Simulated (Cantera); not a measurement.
A closed system holds: 1 mol trisilylamine, a varied amount of NH3, 88 mol H2, equilibrated at 1325 K and 360 Pa.

Method: chemical equilibrium by Gibbs-energy minimisation in Cantera with the NASA 1993 tables (ideal gas, pure condensed phases). Candidate condensed phases: Si, Si3N4; 18 gas species. The feed counts by its element totals alone. Mutual solubility and eutectic melting of coexisting phases are not modelled. Equilibrium is a limit: real reactors are often held back by kinetics, nucleation or transport.

log p: log10 of the partial pressure in bar; n: condensed amount in mol.

| n(NH3) (mol) | log p H2 | log p N2 | log p H | log p SiH2 | n Si(s) | n Si3N4(s) |
|---|---|---|---|---|---|---|
| 0.91 | -2.44 | -6.02 | -7.01 | -9.38 | 1.60 | [?] |
| 1.1 | -2.44 | -6.02 | -7.01 | -9.38 | 1.46 | [?] |
| 1.4 | -2.44 | -6.02 | -7.01 | -9.38 | 1.24 | [?] |
| 1.8 | -2.44 | -6.02 | -7.01 | -9.38 | 0.938 | [?] |
| 2.3 | -2.44 | -6.02 | -7.01 | -9.38 | 0.563 | [?] |
| 2.9 | -2.44 | -6.02 | -7.01 | -9.38 | 0.113 | 0.962 |
| 3.6 | -2.45 | -4.96 | -7.01 | -10.09 | 0 | 1.000 |
| 4.6 | -2.45 | -4.54 | -7.01 | -10.37 | 0 | 1.000 |
| 5.7 | -2.45 | -4.32 | -7.01 | -10.52 | 0 | 1.00 |
| 7.2 | -2.45 | -4.14 | -7.01 | -10.64 | 0 | 1.00 |
| 9.1 | -2.46 | -4.00 | -7.01 | -10.74 | 0 | 1.00 |

**Question.** What belongs in the gaps?

**Answer.** 
- 0.91, n Si3N4(s): 0.465
- 1.1, n Si3N4(s): 0.513
- 1.4, n Si3N4(s): 0.588
- 1.8, n Si3N4(s): 0.687
- 2.3, n Si3N4(s): 0.812
